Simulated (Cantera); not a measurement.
What does this Cantera script print?

```python
import numpy as np
import cantera as ct

gas_names = """
    H HNO HNO2 HNO3 HO2 H2 H2O H2O2 H2S H2SO4 N NH NH2 NH3 NH2OH NO NO2 NO3 N2 N2H2 N2H4 N2O O OH O2 O3
    S SH SN SO SO2 SO3 S2 S2O S8
""".split()
cond_names = """
    H2O(s) H2O(L) H2SO4(L) S(cr1) S(cr2) S(L)
""".split()


# ... load() reads the species with a 1 bar reference pressure and builds the phases ...
atoms = {
    'SO2': {'S': 1, 'O': 2},
    'H2O': {'H': 2, 'O': 1},
    'N2': {'N': 2},
    'H2': {'H': 2},
}
top_T = {}  # K; cautious upper limits of use, not melting points


# ... equilibrate(T, P, feed) seeds the gas with the atoms and calls Mixture.equilibrate('TP', solver="vcs", rtol=1e-11, max_steps=5000) ...
results = []
feed = {'SO2': 1, 'H2O': 1.4, 'N2': 3.7, 'H2': 0.59}  # mol
T = 1623  # K
for P in [10, 120, 1400, 17000, 210000, 2500000, 30000000]:
    mix = equilibrate(T, P, feed)
    results.append((T, P, feed, dict(zip(mix.species_names, mix.species_moles))))
    x = sorted(zip(gas.X, gas.species_names), reverse=True)
    print(f"T = {T:g} K  P = {P:g} Pa  gas = {mix.phase_moles(0):.4g} mol")
    print("   x: " + "  ".join(f"{s} {v:.3e}" for v, s in x if v > 0.001))
    print("   condensed (mol): " + ("  ".join(f"{mix.phase(i).name} {mix.phase_moles(i):.4g}"
          for i in range(1, mix.n_phases) if mix.phase_moles(i) > 1e-12) or "none"))
```

Result:

```
T = 1623 K  P = 10 Pa  gas = 6.691 mol
   x: N2 5.530e-01  H2O 2.245e-01  SO2 1.362e-01  H2 7.178e-02  SO 1.105e-02  H 1.852e-03
   condensed (mol): none
T = 1623 K  P = 120 Pa  gas = 6.663 mol
   x: N2 5.553e-01  H2O 2.364e-01  SO2 1.325e-01  H2 6.157e-02  SO 8.762e-03  S2 3.876e-03
   condensed (mol): none
T = 1623 K  P = 1400 Pa  gas = 6.625 mol
   x: N2 5.585e-01  H2O 2.544e-01  SO2 1.265e-01  H2 4.460e-02  S2 8.443e-03  SO 5.626e-03  H2S 1.015e-03
   condensed (mol): none
T = 1623 K  P = 17000 Pa  gas = 6.59 mol
   x: N2 5.614e-01  H2O 2.707e-01  SO2 1.208e-01  H2 2.833e-02  S2 1.189e-02  SO 3.209e-03  H2S 2.667e-03
   condensed (mol): none
T = 1623 K  P = 210000 Pa  gas = 6.562 mol
   x: N2 5.639e-01  H2O 2.812e-01  SO2 1.172e-01  H2 1.628e-02  S2 1.295e-02  H2S 5.621e-03  SO 1.723e-03
   condensed (mol): none
T = 1623 K  P = 2.5e+06 Pa  gas = 6.54 mol
   x: N2 5.657e-01  H2O 2.856e-01  SO2 1.160e-01  S2 1.163e-02  H2S 9.834e-03  H2 8.709e-03  S2O 1.316e-03
   condensed (mol): none
T = 1623 K  P = 3e+07 Pa  gas = 6.523 mol
   x: N2 5.672e-01  H2O 2.859e-01  SO2 1.165e-01  H2S 1.477e-02  S2 8.747e-03  H2 4.354e-03  S2O 1.982e-03
   condensed (mol): none
```

Method: chemical equilibrium by Gibbs-energy minimisation in Cantera with the NASA 1993 tables (ideal gas, pure condensed phases). The ideal-gas law is rough above about 30 bar.
